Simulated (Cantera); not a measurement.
A closed system holds: 1 mol Al(CH3)3, 5.2 mol N2, at 1902 °C and 11000 Pa.

These are equilibrium values from Cantera (NASA tables, ideal gas, pure condensed phases), not measurements of a reactor. Candidate condensed phases: Al, AlN, C, C6H6, C7H8, C8H18; 97 gas species. The feed counts by its element totals alone. The numbers say what is thermodynamically allowed, not how fast it happens.

Base state: N2 0.497, H2 0.460, Al 0.0168, HCN 0.0133, H 0.00999, C2H2 (acetylene) 0.00103, HNC 0.00101, AlH 0.000743 (mole fractions); condensed: AlN(s) + C(graphite).

What changes in the equilibrium state with this change: pressure from 11000 Pa to 133 Pa?


```
species             before     after
----------------  --------  --------
N2                   0.497     0.461
H2                   0.460     0.357
Al                  0.0168    0.0894
H                  0.00999    0.0799
HCN                 0.0133    0.0113
CN                 9.78e-6   8.56e-5
AlH               0.000743  0.000383
AlN(s), mol          0.833         0
C(graphite), mol      2.84      2.85
```
